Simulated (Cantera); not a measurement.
A closed system holds: 1 mol SiH2Cl2, a varied amount of O2, 3 mol N2, held at 575 °C and 1.00 bar.

Cantera equilibrium calculation (NASA polynomials, part measured and part estimated; ideal gas, pure solids and liquids). Candidate condensed phases: H2O, NH4Cl, Si, SiO2, Si2N2O, Si3N4; 47 gas species. N2 is the only nitrogen source here; it is nearly inert below about 1500 K, so the nitride shown seldom forms there in practice. Kinetics and transport are ignored.

x: gas mole fraction; n: condensed amount in mol.

```json
[
 {"n(O2) (mol)": "0.25", "x N2": "0.563", "x HCl": "0.409", "x O2": "<1e-12", "x H2O": "9.18e-7", "x Cl2": "4.60e-12", "x H2": "0.0186", "n SiO2(β-quartz)": "(withheld)", "n Si2N2O(s)": "0.472"},
 {"n(O2) (mol)": "0.34", "x N2": "0.569", "x HCl": "0.403", "x O2": "<1e-12", "x H2O": "9.04e-7", "x Cl2": "4.58e-12", "x H2": "0.0182", "n SiO2(β-quartz)": "(withheld)", "n Si2N2O(s)": "0.412"},
 {"n(O2) (mol)": "0.45", "x N2": "0.576", "x HCl": "0.397", "x O2": "<1e-12", "x H2O": "8.86e-7", "x Cl2": "4.54e-12", "x H2": "0.0178", "n SiO2(β-quartz)": "(withheld)", "n Si2N2O(s)": "0.339"},
 {"n(O2) (mol)": "0.6", "x N2": "0.585", "x HCl": "0.389", "x O2": "<1e-12", "x H2O": "8.64e-7", "x Cl2": "4.49e-12", "x H2": "0.0173", "n SiO2(β-quartz)": "(withheld)", "n Si2N2O(s)": "0.240"},
 {"n(O2) (mol)": "0.8", "x N2": "0.596", "x HCl": "0.379", "x O2": "<1e-12", "x H2O": "8.35e-7", "x Cl2": "4.43e-12", "x H2": "0.0166", "n SiO2(β-quartz)": "(withheld)", "n Si2N2O(s)": "0.107"},
 {"n(O2) (mol)": "1.1", "x N2": "0.600", "x HCl": "0.321", "x O2": "0.000162", "x H2O": "0.0397", "x Cl2": "0.0397", "x H2": "1.33e-12", "n SiO2(β-quartz)": "1.00", "n Si2N2O(s)": "0"},
 {"n(O2) (mol)": "1.4", "x N2": "0.581", "x HCl": "0.202", "x O2": "0.0311", "x H2O": "0.0929", "x Cl2": "0.0929", "x H2": "<1e-12", "n SiO2(β-quartz)": "1.00", "n Si2N2O(s)": "0"},
 {"n(O2) (mol)": "1.9", "x N2": "0.534", "x HCl": "0.157", "x O2": "0.110", "x H2O": "0.0994", "x Cl2": "0.0994", "x H2": "<1e-12", "n SiO2(β-quartz)": "1.00", "n Si2N2O(s)": "0"},
 {"n(O2) (mol)": "2.5", "x N2": "0.484", "x HCl": "0.131", "x O2": "0.194", "x H2O": "0.0956", "x Cl2": "0.0956", "x H2": "<1e-12", "n SiO2(β-quartz)": "1.00", "n Si2N2O(s)": "0"},
 {"n(O2) (mol)": "3.4", "x N2": "0.423", "x HCl": "0.108", "x O2": "0.295", "x H2O": "0.0871", "x Cl2": "0.0871", "x H2": "<1e-12", "n SiO2(β-quartz)": "1.00", "n Si2N2O(s)": "0"},
 {"n(O2) (mol)": "4.5", "x N2": "0.367", "x HCl": "0.0894", "x O2": "0.389", "x H2O": "0.0775", "x Cl2": "0.0775", "x H2": "<1e-12", "n SiO2(β-quartz)": "1.00", "n Si2N2O(s)": "0"}
]
```

Complete the blanks.


- 0.25, n SiO2(β-quartz): 0.0139
- 0.34, n SiO2(β-quartz): 0.134
- 0.45, n SiO2(β-quartz): 0.280
- 0.6, n SiO2(β-quartz): 0.480
- 0.8, n SiO2(β-quartz): 0.747
